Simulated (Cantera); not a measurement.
Input: 1 mol Ta₂O₅, 1.6 mol CO, 1.3 mol H₂, 1.5 mol C.

These are equilibrium values from Cantera (NASA tables, ideal gas, pure condensed phases), not measurements of a reactor. Candidate condensed phases: C, C₆H₆, C₇H₈, C₈H₁₈, H₂O, Ta, TaC, Ta₂O₅; 113 gas species. Mutual solubility and eutectic melting of coexisting phases are not modelled. TaC: taken at fixed stoichiometry. Condensed phases not in the tables: Ta₂C. The numbers say what is thermodynamically allowed, not how fast it happens.

Problem. What condenses at these points (T in K, P in Pa): (1298, 1000); (1248, 1000); (1323, 1000000); (1348, 100); (1273, 32000); (1373, 10)?

Solution. 
```json
[
 {"T (K)": "1298", "P in Pa": "1000", "condensed phases": "TaC + Ta₂O₅", "Ta condensed (%)": "100.0"},
 {"T (K)": "1248", "P in Pa": "1000", "condensed phases": "TaC + Ta₂O₅", "Ta condensed (%)": "100.0"},
 {"T (K)": "1323", "P in Pa": "1000000", "condensed phases": "C + Ta₂O₅", "Ta condensed (%)": "100.0"},
 {"T (K)": "1348", "P in Pa": "100", "condensed phases": "TaC + Ta₂O₅", "Ta condensed (%)": "100.0"},
 {"T (K)": "1273", "P in Pa": "32000", "condensed phases": "C + TaC + Ta₂O₅", "Ta condensed (%)": "100.0"},
 {"T (K)": "1373", "P in Pa": "10", "condensed phases": "TaC + Ta₂O₅", "Ta condensed (%)": "100.0"}
]
```
